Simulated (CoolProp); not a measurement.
Vapour-liquid equilibrium of R152A (1) + n-butane (2) at 141 kPa; x and y are mole fractions of (1).

Model: multi-fluid Helmholtz-energy mixture model, Outcalt 1996 and Bücker 2006; pair parameters Bell 2016, in CoolProp.

Q: Give the bubble temperature and the first vapour's composition at x = 0.2, 0.725, 0.8. Is there an azeotrope?

A: x = 0.2: 259.8 K, y = 0.619; x = 0.725: 255.1 K, y = 0.764; x = 0.8: 255.1 K, y = 0.795. y crosses x between x = 0.725 and 0.8: the model has an azeotrope there.

Pair parameters are fitted to limited data, so mixtures are less certain than the pure fluids. With so large a gap from Raoult's law the liquid may split in two, which this calculation doesn't test in full.
